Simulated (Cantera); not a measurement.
A perfectly stirred reactor is fed with N2O : H2O = 1 : 0.024 (molar parts), at 1330 Pa; it is held at 1525 K, and followed from long to short residence time.

Cantera simulation using GRI-Mech 3.0 (53 species, 325 reactions); the numbers are that mechanism's predictions, not measurements. GRI-Mech 3.0 was tuned for natural gas; its chemistry of N2O as a main component is partial and can be far from experiment. Radical loss at walls, strong at low pressure, is not modelled. The temperature is held fixed by assumption; the heat of reaction is taken as removed at once.

### Question
Predict: x(N2O) at τ = 0.810 s; x(H2O) at τ = 0.810 s; x(HO2) at τ = 0.810 s; x(N2) at τ = 0.810 s; x(H2O2) at τ = 0.810 s; x(N2O) at τ = 15.0 ms; x(H2O) at τ = 15.0 ms; x(HO2) at τ = 15.0 ms; x(N2) at τ = 15.0 ms; x(H2O2) at τ = 15.0 ms.

### Answer
```
Property                 Result
----------------------  -------
x(N2O) at τ = 0.810 s     0.415
x(H2O) at τ = 0.810 s    0.0189
x(HO2) at τ = 0.810 s   1.37e-6
x(N2) at τ = 0.810 s      0.335
x(H2O2) at τ = 0.810 s  2.94e-9
x(N2O) at τ = 15.0 ms     0.952
x(H2O) at τ = 15.0 ms    0.0232
x(HO2) at τ = 15.0 ms   1.77e-5
x(N2) at τ = 15.0 ms     0.0144
x(H2O2) at τ = 15.0 ms  8.76e-8
```
